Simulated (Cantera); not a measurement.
An isothermal, constant-pressure homogeneous reactor starts with H2 : O2 = 0.013 : 1 (molar parts), equivalence ratio 0.0065, at 1375 K and 0.00110 bar.

Computed with Cantera and GRI-Mech 3.0 (53 species, 325 reactions). Radical loss at walls, strong at low pressure, is not modelled.

x: mole fraction; the columns are a selection and need not sum to one.

```csv
t (s),x H2,x O2,x H2O,x HO2,x H,x H2O2,x O
3.00e-5,0.0128,0.987,<1e-12,5.15e-10,4.87e-10,<1e-12,2.88e-11
8.71e-5,0.0128,0.987,2.81e-12,1.50e-9,___,<1e-12,2.26e-10
0.000253,0.0128,0.987,5.87e-11,4.34e-9,___,<1e-12,1.57e-9
0.000733,0.0128,0.987,1.01e-9,1.26e-8,___,1.50e-12,8.70e-9
0.00213,0.0128,0.987,1.38e-8,3.65e-8,___,1.23e-11,4.13e-8
0.00617,0.0128,0.987,2.13e-7,1.06e-7,___,9.63e-11,2.82e-7
0.0179,0.0128,0.987,1.35e-5,3.01e-7,___,6.56e-10,1.24e-5
0.0520,0.000850,0.976,0.0103,6.72e-8,___,2.62e-9,0.00960
0.151,6.47e-5,0.975,0.0117,4.81e-8,0.000491,1.24e-9,0.0112
0.438,6.43e-5,0.975,0.0117,4.80e-8,0.000486,1.24e-9,0.0111
1.27,6.32e-5,0.975,0.0117,4.76e-8,0.000473,1.23e-9,0.0109
3.68,6.01e-5,0.976,0.0118,4.65e-8,0.000437,1.22e-9,0.0103
10.7,5.21e-5,0.977,0.0119,4.34e-8,___,1.17e-9,0.00890
31.0,3.61e-5,0.980,0.0121,3.61e-8,___,1.04e-9,0.00606
90.0,1.61e-5,0.984,0.0125,2.37e-8,___,7.56e-10,0.00264
```

Q: Some entries are withheld; supply them.

A: 
- 8.71e-5, x H: 1.27e-9
- 0.000253, x H: 2.83e-9
- 0.000733, x H: 4.90e-9
- 0.00213, x H: 9.12e-9
- 0.00617, x H: 3.74e-8
- 0.0179, x H: 1.45e-6
- 0.0520, x H: 0.000720
- 10.7, x H: 0.000350
- 31.0, x H: 0.000198
- 90.0, x H: 5.75e-5
